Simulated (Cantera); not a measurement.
Feed: 1 mol TiO2, 3 mol CO, 16 mol H2, at 2300 K and 38.0 mbar.

Method: chemical equilibrium by Gibbs-energy minimisation in Cantera with the NASA 1993 tables (ideal gas, pure condensed phases). Candidate condensed phases: C, C6H6, C7H8, C8H18, H2O, Ti, TiC, TiO, TiO2, Ti2O3, Ti3O5, Ti4O7; 113 gas species. Kinetics and transport are ignored.

Base state: H2 0.785, CO 0.154, H 0.0440, H2O 0.0165, CO2 0.000577, TiO 0.000198, OH 0.000149, TiO2 0.000132 (mole fractions); condensed: Ti3O5(l).

Task: What changes in the equilibrium state with this change: temperature from 2300 K to 1100 K?

Result: 
```json
[
 {"species": "H2", "before": "0.785", "after": "0.841"},
 {"species": "CO", "before": "0.154", "after": "0.157"},
 {"species": "CH4", "before": "<1e-9", "after": "0.000717"},
 {"species": "H", "before": "0.0440", "after": "1.22e-7"},
 {"species": "H2O", "before": "0.0165", "after": "0.000606"},
 {"species": "TiO", "before": "0.000198", "after": "<1e-9"},
 {"species": "OH", "before": "0.000149", "after": "<1e-9"},
 {"species": "TiO2", "before": "0.000132", "after": "<1e-9"},
 {"species": "CO2", "before": "0.000577", "after": "0.000112"},
 {"species": "Ti3O5(l), mol", "before": "0.331", "after": "0"},
 {"species": "TiO2(rutile), mol", "before": "0", "after": "1.00"}
]
```

Task: What changes in the equilibrium state with this change: temperature from 2300 K to 1998.15 K?

Result: 
| species | before | after |
|---|---|---|
| H2 | 0.785 | 0.818 |
| CO | 0.154 | 0.157 |
| H2O | 0.0165 | 0.0168 |
| H | 0.0440 | 0.00745 |
| TiO2 | 0.000132 | 2.47e-6 |
| TiO | 0.000198 | 1.62e-6 |
| OH | 0.000149 | 1.52e-5 |
| Ti3O5(l), mol | 0.331 | 0 |
| Ti3O5(s), mol | 0 | 0.333 |

Task: What changes in the equilibrium state with this change: pressure from 38.0 mbar to 23.0 Pa?

Result: 
```
species          before     after
-------------  --------  --------
H2                0.785     0.413
H                0.0440     0.410
CO                0.154     0.118
TiO2           0.000132    0.0207
TiO            0.000198    0.0189
H2O              0.0165    0.0143
O2              5.01e-8   2.25e-5
O               5.70e-6   0.00155
Ti              7.67e-7   4.42e-5
OH             0.000149   0.00229
CO2            0.000577  0.000730
Ti3O5(l), mol     0.331         0
```
